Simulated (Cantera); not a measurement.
Charge: 1 mol C2H5OH, 0.14 mol O2, 0.81 mol N2, 2.1 mol H2, equilibrated at 1350 K and 1 atm.

Cantera equilibrium calculation (NASA polynomials, part measured and part estimated; ideal gas, pure solids and liquids). Equilibrium is a limit: real reactors are often held back by kinetics, nucleation or transport.

```csv
species,before,after
H2,0.705,0.480
CO,0.178,0.241
N2,0.113,0.207
CO2,9.34e-5,0.0146
H2O,0.000728,0.0570
CH4,0.00291,1.59e-5
HCN,9.20e-5,1.21e-6
NH3,2.06e-5,1.57e-5
"C(graphite), mol",0.704,0
```
Gas species are given as mole fractions.

**Question.** What was changed between the two runs?
A. pressure from 1 atm to 15.0 mbar
B. C2H5OH replaced by CO
C. temperature from 1350 K to 1773.15 K
D. N2 from 0.81 to 44 mol

**Answer.** B, C2H5OH replaced by CO
